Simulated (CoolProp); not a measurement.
Values from CoolProp's reference Helmholtz-energy equation of state, Lemmon 2016.

For R227EA, give the phase and the cp (kJ/(kg K)), Joule-Thomson coefficient (K/MPa) at -28.55 °C and 0.27 bar; -103.25 °C and 0.16 bar; -19.45 °C and 54.9 bar.


- -28.55 °C and 0.27 bar: gas; cp 0.716, Joule-Thomson coefficient 37.0
- -103.25 °C and 0.16 bar: liquid; cp 0.948, Joule-Thomson coefficient -0.428
- -19.45 °C and 54.9 bar: liquid; cp 1.06, Joule-Thomson coefficient -0.292
